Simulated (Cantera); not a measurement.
Charge: 1 mol V₂O₅, 390 mol H₂, equilibrated at 3.10 bar.

Cantera equilibrium calculation (NASA polynomials, part measured and part estimated; ideal gas, pure solids and liquids). Candidate condensed phases: H₂O, V, VO, V₂O₃, V₂O₄, V₂O₅; 12 gas species. VO: taken at fixed stoichiometry. Condensed phases not in the tables: the oxides between V₂O₃ and V₂O₅ other than VO₂. The numbers say what is thermodynamically allowed, not how fast it happens.

x: gas mole fraction; n: condensed amount in mol.

| T (K) | x H₂ | x H₂O | x H | x VO₂ | n V₂O₃(s) | n VO(s) | n VO(l) |
|---|---|---|---|---|---|---|---|
| 950 | 0.995 | 0.00513 | (withheld) | <1e-12 | 1.00 | 0 | 0 |
| 1100 | 0.995 | 0.00513 | (withheld) | <1e-12 | 1.00 | 0 | 0 |
| 1250 | 0.995 | 0.00513 | (withheld) | <1e-12 | 1.00 | 0 | 0 |
| 1400 | 0.995 | 0.00513 | (withheld) | 9.65e-12 | 1.00 | 0 | 0 |
| 1550 | 0.995 | 0.00513 | (withheld) | 5.06e-10 | 1.00 | 0 | 0 |
| 1700 | 0.992 | 0.00769 | (withheld) | 1.40e-8 | 0 | 2.00 | 0 |
| 1850 | 0.992 | 0.00769 | (withheld) | 1.52e-7 | 0 | 2.00 | 0 |
| 2000 | 0.991 | 0.00769 | (withheld) | 1.13e-6 | 0 | 2.00 | 0 |
| 2150 | 0.990 | 0.00768 | (withheld) | 5.43e-6 | 0 | 0 | 2.00 |

Complete the blanks.


- 950, x H: 3.15e-10
- 1100, x H: 1.46e-8
- 1250, x H: 2.74e-7
- 1400, x H: 2.76e-6
- 1550, x H: 1.78e-5
- 1700, x H: 8.34e-5
- 1850, x H: 0.000305
- 2000, x H: 0.000920
- 2150, x H: 0.00238
